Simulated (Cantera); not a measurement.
Input: 1 mol Si, 1.8 mol Cl₂, 7.6 mol H₂, held at 1 atm.

Cantera equilibrium calculation (NASA polynomials, part measured and part estimated; ideal gas, pure solids and liquids). Candidate condensed phases: Si; 19 gas species. Rates play no part.

Task: What share of the Si ends up in condensed phases as a function of T (K), at 548, 648, 748, 848, 948, 1048, 1148, 1248, 1348, 1448, 1548?

Result: 
```json
[
 {"T (K)": "548", "Si condensed (%)": "0.0", "as": "-"},
 {"T (K)": "648", "Si condensed (%)": "0.0", "as": "-"},
 {"T (K)": "748", "Si condensed (%)": "0.0", "as": "-"},
 {"T (K)": "848", "Si condensed (%)": "0.0", "as": "-"},
 {"T (K)": "948", "Si condensed (%)": "1.0", "as": "Si(s)"},
 {"T (K)": "1048", "Si condensed (%)": "2.9", "as": "Si(s)"},
 {"T (K)": "1148", "Si condensed (%)": "5.4", "as": "Si(s)"},
 {"T (K)": "1248", "Si condensed (%)": "7.8", "as": "Si(s)"},
 {"T (K)": "1348", "Si condensed (%)": "8.4", "as": "Si(s)"},
 {"T (K)": "1448", "Si condensed (%)": "5.8", "as": "Si(s)"},
 {"T (K)": "1548", "Si condensed (%)": "0.9", "as": "Si(s)"}
]
```
